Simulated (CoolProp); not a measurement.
Vapour pressure (MPa) of CF4 (R14): the reference equation beside estimates from Tc = 227.4 K, pc = 3.762 MPa, ω = 0.178.

Computed with CoolProp (reference Helmholtz-energy equation of state, Platzer 1990). This equation is an older, rougher fit; its heat capacities, sound speeds and derivatives of the liquid may be far off and weren't checked against measurements.

```tsv
T (K)	reference	Lee-Kesler	van der Waals	Redlich-Kwong	Soave-Redlich-Kwong
148.6	0.1287	0.1289	0.5261	0.1790	0.1289
156.8	(withheld)	0.2169	0.6982	0.2894	0.2169
164.9	0.3391	0.3427	0.9009	0.4402	0.3427
173.1	0.5123	0.5184	1.142	0.6428	(withheld)
181.2	0.7408	0.7496	1.416	0.8996	0.7536
189.3	1.037	1.048	1.729	1.220	1.057
197.5	1.418	1.430	2.087	1.615	1.447
205.6	1.887	1.900	2.483	(withheld)	1.925
213.8	2.473	2.486	2.926	2.639	2.515
221.9	3.182	3.194	3.409	3.277	3.215
```

**Question.** Complete the blanks.

**Answer.** 
- 156.8, reference: 0.2155
- 173.1, Soave-Redlich-Kwong: 0.5196
- 205.6, Redlich-Kwong: 2.082

Absolute difference from the reference over all 10 rows, mean and median: Lee-Kesler 0.8 and 0.8 %, van der Waals 108.3 and 78.9 %, Redlich-Kwong 20.2 and 19.5 %, Soave-Redlich-Kwong 1.4 and 1.6 %.
